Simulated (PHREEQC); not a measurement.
Make-up at 25 °C: 0.0014 mol/kgw Na2HAsO4, 0.00012 mol/kgw H2SO4 and 0.0057 mol/kgw NaCl. Closed to the air; pH follows from the charge balance.

All values are PHREEQC results (ion-association model, wateq4f.dat), not measurements.

This is a speciation only: nothing precipitates in the calculation.

**Question.** What pH, ionic strength does the model give?

**Answer.** pH 7.71; ionic strength 0.00977 mol/kgw.

**Question.** In which forms is As present?

**Answer.** HAsO4-2 83 %, H2AsO4- 17 % of the As.
